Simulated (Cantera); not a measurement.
An adiabatic, constant-pressure homogeneous reactor starts with 3.84 % CH4, 20.2 % O2, 76.0 % N2, equivalence ratio 0.38, at 1550 K and 0.340 bar.

Cantera simulation using GRI-Mech 3.0 (53 species, 325 reactions); the numbers are that mechanism's predictions, not measurements.

One state of this run: T (K) = 2275; x CH4 = <1e-12; x O2 = 0.119; x CH2CO = <1e-12; x C2H2 = <1e-12; x H = 0.000375; x O = 0.00255; x NO = 0.00856. x: mole fraction; the columns are a selection and need not sum to one.

**Question.** Which value of t (s) does it belong to?
A) 1.95e-5
B) 0.264
C) 0.00115
D) 0.000295

**Answer.** B, 0.264
